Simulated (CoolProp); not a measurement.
Water along the isotherm 539.3 K: density (kg/m³) from the reference equation and from simpler models built on Tc = 647.1 K, pc = 22.06 MPa, ω = 0.344; each cubic takes its own stable root.

The numbers come from the reference Helmholtz-energy equation of state, Wagner 2002 in CoolProp.

```tsv
p (MPa)	phase	reference	van der Waals	Redlich-Kwong	Soave-Redlich-Kwong	Peng-Robinson
4.6	gas	22.48	20.66	21.30	21.68	21.91
9.19	liquid	779.2	48.89	512.5	549.0	622.8
13.8	liquid	785.2	371.9	520.1	554.2	628.0
18.4	liquid	790.7	379.6	526.9	559.0	632.9
23	liquid	796.0	386.2	533.1	563.5	637.5
27.6	liquid	801.0	391.9	538.9	567.7	641.8
32.2	liquid	805.8	397.0	544.2	571.7	645.9
36.8	liquid	810.3	401.6	549.2	575.6	649.9
41.4	liquid	814.7	405.8	553.9	579.2	653.6
46	liquid	819.0	409.6	558.4	582.7	657.2
50.6	liquid	823.1	413.2	562.6	586.0	660.6
55.2	liquid	827.0	416.5	566.6	589.2	663.9
```

At some of these states van der Waals gives the other phase, because its saturation line lies elsewhere.
